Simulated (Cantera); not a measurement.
A Cantera script and its output.

```python
import numpy as np
import cantera as ct

gas = ct.Solution("h2o2.yaml")
gas.TPX = 398, 13332, {'H2': 1, 'O2': 0.455, 'N2': 1.27}
flame = ct.FreeFlame(gas, width=0.16)
flame.set_refine_criteria(ratio=3, slope=0.08, curve=0.16)
flame.transport_model = "mixture-averaged"
flame.solve(loglevel=0, auto=True)
z, T = flame.grid, flame.T
thick = (T[-1] - T[0]) / np.gradient(T, z).max()
show = ['H2', 'O2', 'OH', 'H2O2', 'HO2', 'O']
print(f"laminar burning velocity  {flame.velocity[0] * 100:.3f} cm/s")
print(f"burnt temperature         {T[-1]:.1f} K")
print(f"thermal thickness         {thick * 1e3:.4f} mm")
print(f"grid points               {len(z)}")
z0 = z[flame.heat_release_rate.argmax()]
print(f"{'z/mm':>9s}{'T/K':>9s}{'u/(m/s)':>9s}" + "".join(f"{s:>11s}" for s in show))
rows = []
for k in (-3, -2, -1.5, -1, -0.5, -0.25, 0, 0.25, 0.5, 1, 2, 4, 8):
    zz = z0 + k * thick
    rows.append([k * thick, np.interp(zz, z, T), np.interp(zz, z, flame.velocity),
                 *(np.interp(zz, z, flame.X[gas.species_index(s)]) for s in show)])
    print(f"{rows[-1][0] * 1e3:9.3f}{rows[-1][1]:9.1f}{rows[-1][2]:9.3f}" + "".join(f"{x:11.3e}" for x in rows[-1][3:]))
```

It prints:

```
laminar burning velocity  400.221 cm/s
burnt temperature         2498.5 K
thermal thickness         5.1732 mm
grid points               140
     z/mm      T/K  u/(m/s)         H2         O2         OH       H2O2        HO2          O
  -15.520    398.0    4.002  3.670e-01  1.670e-01  1.060e-19  4.013e-18 -6.808e-16  1.698e-17
  -10.346    398.0    4.002  3.670e-01  1.670e-01  1.086e-17  6.308e-17  5.652e-14  1.739e-15
   -7.760    398.0    4.002  3.670e-01  1.670e-01  5.671e-16  4.721e-15  4.432e-12  9.083e-14
   -5.173    398.0    4.002  3.670e-01  1.670e-01  2.082e-13  3.270e-12  2.523e-09  2.497e-11
   -2.587    400.5    4.024  3.662e-01  1.671e-01  6.599e-06  8.732e-07  4.753e-05  8.068e-07
   -1.293    597.6    5.895  3.384e-01  1.634e-01  7.183e-04  1.534e-05  6.679e-05  1.356e-04
    0.000   1095.1   10.395  1.823e-01  1.109e-01  3.397e-03  7.962e-07  1.953e-05  7.936e-03
    1.293   1399.7   13.133  7.222e-02  4.019e-02  9.703e-03  9.452e-07  6.380e-06  1.614e-02
    2.587   1526.0   14.212  6.655e-02  3.176e-02  1.277e-02  7.077e-07  4.378e-06  1.668e-02
    5.173   1671.0   15.408  6.992e-02  2.849e-02  1.613e-02  4.167e-07  3.303e-06  1.597e-02
   10.346   1833.1   16.698  7.214e-02  2.501e-02  1.947e-02  2.167e-07  2.435e-06  1.431e-02
   20.693   2009.0   18.048  7.224e-02  2.109e-02  2.214e-02  1.134e-07  1.761e-06  1.183e-02
   41.386   2183.9   19.342  6.990e-02  1.702e-02  2.336e-02  6.996e-08  1.370e-06  8.963e-03
```

Computed with Cantera and the H2/O2 subset of GRI-Mech 3.0, which has no nitrogen chemistry. Burning velocities carry a grid error of a few per cent, more on coarse grids.
